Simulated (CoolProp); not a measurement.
p-xylene along the isotherm 346.85 °C: density (kg/m³) from the reference equation and from simpler models built on Tc = 343.0 °C, pc = 3.532 MPa, ω = 0.324; each cubic takes its own stable root.

The numbers come from the reference Helmholtz-energy equation of state, Zhou 2012 in CoolProp.

```csv
p (MPa),phase,reference,ideal gas,van der Waals,Redlich-Kwong,Soave-Redlich-Kwong,Peng-Robinson
0.112,gas,2.334,2.307,2.328,2.332,2.331,2.334
0.229,gas,4.834,4.716,4.809,4.822,4.822,4.834
0.471,gas,10.22,9.700,10.11,10.17,10.17,10.22
0.967,gas,22.31,19.92,21.79,22.07,22.06,22.31
1.99,gas,53.89,40.98,51.03,52.54,?,53.82
4.08,supercritical,406.7,84.03,271.6,314.8,309.7,?
8.37,supercritical,516.9,172.4,351.8,433.9,432.4,480.6
17.2,supercritical,580.0,354.2,401.5,?,?,568.6
35.3,supercritical,640.1,727.0,445.5,584.2,583.7,649.0
```

Task: Some entries are withheld; supply them.

Result: 
- 1.99, Soave-Redlich-Kwong: 52.46
- 4.08, Peng-Robinson: 340.0
- 17.2, Redlich-Kwong: 511.6
- 17.2, Soave-Redlich-Kwong: 510.8
